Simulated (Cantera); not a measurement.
Transport properties of process gases

Gas mixture: NH3 = 0.91 (molar parts), at 0.315 Torr, frozen composition.

Cantera's kinetic-theory transport with the Lennard-Jones parameters of GRI-Mech 3.0, ideal gas; thermal conductivity in the multicomponent form. Polar gases are described roughly by these parameters. The composition is frozen, though it would react at the higher temperatures.

```tsv
T (K)	ρ (kg/m³)	cp (J/kg/K)	μ (µPa s)	λ (mW/m/K)	Pr	D (cm²/s) O	D (cm²/s) N2	D (cm²/s) CO2
400	0.000215	2269	13.9	44.2	0.715	1460	922	677
550	0.000156	2565	19.2	68.7	0.716	2590	1660	1250
700	0.000123	2844	24.3	95.9	0.719	3960	2550	1970
850	0.000101	3087	29.1	124	0.722	5540	3580	2810
1000	8.60e-5	3319	33.6	154	0.724	7320	4740	3770
1150	7.48e-5	3518	37.9	184	0.726	9280	6020	4830
1300	6.62e-5	3695	42.0	213	0.728	11400	7420	5980
1450	5.93e-5	3852	45.9	243	0.729	13700	8930	7230
1600	5.38e-5	3990	49.6	271	0.729	16200	10500	8560
```
D: mixture-averaged diffusion coefficient of that species in the mixture.
